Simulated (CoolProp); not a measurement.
Vapour-liquid equilibrium of cyclohexane (1) + n-dodecane (2) at 409.5 K; x and y are mole fractions of (1).

Model: multi-fluid Helmholtz-energy mixture model, Zhou 2014 and Lemmon 2004; pair parameters Bell 2016, in CoolProp.

```tsv
x	bubble pressure (MPa)	y at the bubble point	dew pressure at overall composition x (MPa)	liquid density (mol/L)
0.05	0.02444	0.631	0.009834	3.993
0.125	0.04827	0.825	0.01066	4.165
0.2	0.07360	0.893	0.01163	4.350
0.275	0.1005	0.928	0.01280	4.550
0.35	0.1289	0.949	0.01423	4.767
0.425	0.1587	0.963	0.01602	5.004
0.5	0.1898	0.973	0.01831	5.262
0.575	0.2220	0.980	0.02138	5.545
0.65	0.2553	0.986	0.02567	5.856
0.725	0.2892	0.990	0.03211	6.200
0.8	0.3238	0.993	0.04287	6.582
0.875	0.3586	0.996	0.06449	7.008
0.95	0.3935	0.999	0.1304	7.487
```

No azeotrope shows between x = 0.05 and 0.95.

The pair parameters rest on a limited set of measurements; away from them the model extrapolates.
